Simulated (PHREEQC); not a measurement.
Brine: an equilibrium model

Consider water at 50 °C with 0.04 mol MgCl2, 0.00013 mol Na2B4O7 and 0.00071 mol KBr per kg of water. Closed to the air; pH follows from the charge balance.

Equilibrium calculation in PHREEQC: Pitzer model, pitzer.dat.

- pH = 8.57
- ionic strength = 0.121 mol/kgw
- specific conductance = 12800 µS/cm
- density = 0.991 g/cm³
- osmotic coefficient = 0.866
- total alkalinity = 0.260 meq/kg

```
species    molality  activity   log γ
---------  --------  --------  ------
Cl-          0.0800    0.0598  -0.126
Mg+2         0.0399    0.0144  -0.442
Br-        0.000710  0.000537  -0.121
K+         0.000710  0.000537  -0.121
B(OH)3     0.000363  0.000368   0.006
Na+        0.000260  0.000200  -0.115
B(OH)4-    0.000119   7.84e-5  -0.182
MgOH+       7.25e-5   6.17e-5  -0.070
MgB(OH)4+   3.78e-5   2.83e-5  -0.126
OH-         3.06e-5   2.02e-5  -0.181
H+          3.47e-9   2.71e-9  -0.108
```

No solid was allowed to form. Constants without temperature data keep their 25 °C values here.
